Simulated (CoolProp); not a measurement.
Vapour-liquid equilibrium of propane (1) + toluene (2) at 0.125 MPa; x and y are mole fractions of (1).

Computed with CoolProp (multi-fluid Helmholtz-energy mixture model, Lemmon 2009 and Lemmon 2006; pair parameters Bell 2016).

Q: Give the bubble temperature and the first vapour's composition at x = 0.35, 0.5, 0.95. Is there an azeotrope?

A: x = 0.35: -23.0 °C, y = 0.999; x = 0.5: -28.1 °C, y = 0.999; x = 0.95: -36.1 °C, y = 1.000. No azeotrope shows between x = 0.05 and 0.95.

Pair parameters are fitted to limited data, so mixtures are less certain than the pure fluids. With so large a gap from Raoult's law the liquid may split in two, which this calculation doesn't test in full.
